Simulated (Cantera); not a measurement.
An isothermal, constant-pressure homogeneous reactor starts with 1.96 % H₂, 27.2 % O₂, 70.8 % N₂, at 948 K and 2.63 Torr.

Detailed kinetics in Cantera: the H2/O2 subset of GRI-Mech 3.0, which has no nitrogen chemistry. Radical loss at walls, strong at low pressure, is not modelled. Below about 950 K walls govern HO2 and H2O2 in real vessels.

x: mole fraction; the columns are a selection and need not sum to one.

```tsv
t (s)	x H₂	x O₂	x HO₂	x H₂O₂	x H₂O	x O
6.00e-6	0.0196	0.272	<1e-12	<1e-12	<1e-12	<1e-12
1.74e-5	0.0196	0.272	<1e-12	<1e-12	<1e-12	<1e-12
5.03e-5	0.0196	0.272	<1e-12	<1e-12	<1e-12	<1e-12
0.000145	0.0196	0.272	<1e-12	<1e-12	<1e-12	<1e-12
0.000421	0.0196	0.272	1.28e-12	<1e-12	<1e-12	<1e-12
0.00122	0.0196	0.272	3.70e-12	<1e-12	<1e-12	<1e-12
0.00353	0.0196	0.272	1.07e-11	<1e-12	3.98e-12	5.31e-12
0.0102	0.0196	0.272	3.14e-11	<1e-12	7.00e-11	5.01e-11
0.0295	0.0196	0.272	1.26e-10	<1e-12	5.88e-9	3.15e-9
0.0855	0.0190	0.272	…	7.39e-10	0.000486	0.000247
0.247	0.000399	0.261	…	5.43e-9	0.0167	0.00694
0.716	0.000192	0.263	…	5.97e-9	0.0186	0.00355
2.07	4.45e-5	0.265	…	6.68e-9	0.0196	0.000829
6.00	5.40e-6	0.265	…	5.56e-9	0.0198	0.000103
```

Question: Some entries are withheld; supply them.

Answer: 
- 0.0855, x HO₂: 5.19e-7
- 0.247, x HO₂: 5.78e-7
- 0.716, x HO₂: 5.21e-7
- 2.07, x HO₂: 3.59e-7
- 6.00, x HO₂: 1.46e-7
